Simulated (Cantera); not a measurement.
What does this Cantera script print?

```python
import numpy as np
import cantera as ct

gas_names = """
    CL CL2 H HCL H2 N NH NH2 NH3 N2 N2H2 N2H4 Si SiCL SiCL2 SiCL3 SiCL4 SiH SiHCL3 SiH2 SiH2CL2 SiH3
    SiH3CL SiH4 SiN Si2 Si2N Si3
""".split()
cond_names = """
    NH4CL(a) NH4CL(b) Si(cr) Si(L) Si3N4(a)
""".split()


# ... load() reads the species with a 1 bar reference pressure and builds the phases ...
atoms = {
    'SiCl4': {'Si': 1, 'CL': 4},
    'HCl': {'H': 1, 'CL': 1},
    'N2': {'N': 2},
}
top_T = {'Si3N4(a)': 2400}  # K; cautious upper limits of use, not melting points


# ... equilibrate(T, P, feed) seeds the gas with the atoms and calls Mixture.equilibrate('TP', solver="vcs", rtol=1e-11, max_steps=5000) ...
results = []
feed = {'SiCl4': 1, 'HCl': 0.058, 'N2': 20}  # mol
T = 825  # K
P = 56000  # Pa
mix = equilibrate(T, P, feed)
results.append((T, P, feed, dict(zip(mix.species_names, mix.species_moles))))
print(gas.report(threshold=0.001))
for i in range(1, mix.n_phases):
    print(f"{mix.phase(i).name:16s} {mix.phase_moles(i):12.5e} mol")
```

It prints:

```
       temperature   825 K
          pressure   56000 Pa
           density   0.2839 kg/m^3
  mean mol. weight   34.774 kg/kmol
   phase of matter   gas

                          1 kg             1 kmol
                     ---------------   ---------------
          enthalpy       -4.0635e+05       -1.4131e+07  J
   internal energy       -6.0361e+05        -2.099e+07  J
           entropy              6859        2.3852e+05  J/K
    Gibbs function        -6.065e+06       -2.1091e+08  J
 heat capacity c_p              1009             35088  J/K
 heat capacity c_v            769.92             26774  J/K

                      mass frac. Y      mole frac. X     chem. pot. / RT
                     ---------------   ---------------   ---------------
               HCL         0.0028876         0.0027543           -43.747
                N2           0.76512           0.94976           -25.022
             SiCL4           0.23199          0.047488           -144.49
     [  +25 minor]         8.417e-09        4.7265e-09

Si(cr)            0.00000e+00 mol
Si3N4(a)          0.00000e+00 mol
```

Method: chemical equilibrium by Gibbs-energy minimisation in Cantera with the NASA 1993 tables (ideal gas, pure condensed phases).
